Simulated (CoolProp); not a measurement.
Properties of methane along the isobar 6.86 MPa (Tc = 190.6 K, pc = 4.599 MPa, ω = 0.011).

Computed with CoolProp (reference Helmholtz-energy equation of state, Setzmann 1991).

| T (K) | phase | Z | speed of sound (m/s) | isothermal compressibility (1/MPa) | expansivity (1/kK) | conductivity (mW/(m K)) | Prandtl number |
|---|---|---|---|---|---|---|---|
| 121.9 | liquid | 0.2622 | 1305 | 0.002424 | 3.442 | 177 | 2.00 |
| 141.5 | liquid | 0.2433 | 1116 | 0.003881 | 4.208 | 151 | 1.75 |
| 161 | liquid | 0.2350 | 912.9 | 0.007138 | 5.646 | 125 | 1.69 |
| 180.5 | liquid | 0.2410 | 680.2 | 0.01803 | 9.384 | 98.7 | 1.83 |
| 200.1 | supercritical | 0.3067 | 379.8 | 0.1610 | 37.50 | 71.0 | 3.07 |
| 219.6 | supercritical | 0.5949 | 331.1 | 0.2626 | 20.91 | 42.7 | 1.60 |
| 239.1 | supercritical | 0.7282 | 365.4 | 0.2014 | 10.92 | 37.7 | 1.13 |
| 258.6 | supercritical | 0.8039 | 393.1 | 0.1795 | 7.707 | 37.4 | 0.981 |
| 278.2 | supercritical | 0.8541 | 416.4 | 0.1683 | 6.084 | 38.5 | 0.906 |
| 297.7 | supercritical | 0.8895 | 436.6 | 0.1615 | 5.097 | 40.1 | 0.861 |
| 317.2 | supercritical | 0.9157 | 454.6 | 0.1571 | 4.423 | 42.2 | 0.832 |
| 336.7 | supercritical | 0.9356 | 470.8 | 0.1539 | 3.929 | 44.6 | 0.812 |
| 356.3 | supercritical | 0.9512 | 485.8 | 0.1516 | 3.547 | 47.2 | 0.797 |
| 375.8 | supercritical | 0.9635 | 499.7 | 0.1498 | 3.244 | 50.0 | 0.786 |
| 395.3 | supercritical | 0.9734 | 512.7 | 0.1485 | 2.996 | 53.0 | 0.777 |

Viscosity comes from a separate model (Quiñones-Cisneros 2006). Thermal conductivity comes from a separate model (Friend 1989).
